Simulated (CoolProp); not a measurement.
Vapour-liquid equilibrium of chloromethane (R40) (1) + isobutene (2) at 51.25 °C; x and y are mole fractions of (1).

Values from CoolProp's multi-fluid Helmholtz-energy mixture model, Thol 2014 and Lemmon 2005; pair parameters Bell 2016.

**Question.** Give the bubble pressure and the first vapour's composition at x = 0.35, 0.45, 0.95. Is there an azeotrope?

**Answer.** x = 0.35: 851.5 kPa, y = 0.479; x = 0.45: 904.3 kPa, y = 0.574; x = 0.95: 1138 kPa, y = 0.965. No azeotrope shows between x = 0.05 and 0.95.

Pair parameters are fitted to limited data, so mixtures are less certain than the pure fluids.
